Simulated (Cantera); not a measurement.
Mixture: CH₄ : O₂ : N₂ : H₂O = 1 : 0.909 : 3.42 : 0.36 (molar parts), equivalence ratio 2.2, at 101000 Pa, adiabatic and at constant volume. Ignition delay is the time to a rise of 400 K.

Computed with Cantera and GRI-Mech 3.0 (53 species, 325 reactions).

Task: What does this change do: H2O 0.36 to 0.81 parts?

Result: 
```csv
quantity,before,after
delay at 1100 K,0.341 s,0.385 s
delay at 1150 K,0.159 s,0.184 s
delay at 1200 K,77.5 ms,91.4 ms
delay at 1250 K,39.0 ms,46.6 ms
delay at 1300 K,20.1 ms,24.3 ms
delay at 1350 K,10.6 ms,12.9 ms
delay at 1400 K,5.75 ms,6.94 ms
apparent activation energy between 1300 and 1400 K,190 kJ/mol,190 kJ/mol
```

Task: What does this change do: O2 0.909 to 0.68 parts?

Result: 
```csv
quantity,before,after
delay at 1100 K,0.341 s,0.523 s
delay at 1150 K,0.159 s,0.247 s
delay at 1200 K,77.5 ms,0.120 s
delay at 1250 K,39.0 ms,60.6 ms
delay at 1300 K,20.1 ms,31.2 ms
delay at 1350 K,10.6 ms,16.4 ms
delay at 1400 K,5.75 ms,8.77 ms
apparent activation energy between 1300 and 1400 K,190 kJ/mol,190 kJ/mol
```
